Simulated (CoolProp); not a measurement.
A single-stage vapour-compression cycle with R407C: evaporating at 262.15 K (dew point), condensing at 284.15 K (bubble point), superheat 10 K, subcooling 0 K, compressor efficiency 0.8, no pressure losses. Each further row changes one setting.

Values from CoolProp's reference Helmholtz-energy equation of state, Lemmon 2003. It is a pseudo-pure fit of the blend.

| case | cooling COP | pressure ratio | discharge temperature (K) | refrigerating effect (kJ/kg) | volumetric capacity (kJ/m³) |
|---|---|---|---|---|---|
| as stated | 6.50 | 2.60 | 315.7 | 197 | 2490 |
| evaporating temperature 267.15 K | 8.23 | 2.15 | 312.5 | 200 | 3020 |
| condensing temperature 279.15 K | 8.07 | 2.23 | 308.5 | 204 | 2580 |
| subcooling 5 K | 6.74 | 2.60 | 315.7 | 204 | 2580 |
| superheat 20 K | 6.47 | 2.60 | 326.2 | 206 | 2480 |
| compressor efficiency 0.7 | 5.69 | 2.60 | 320.1 | 197 | 2490 |
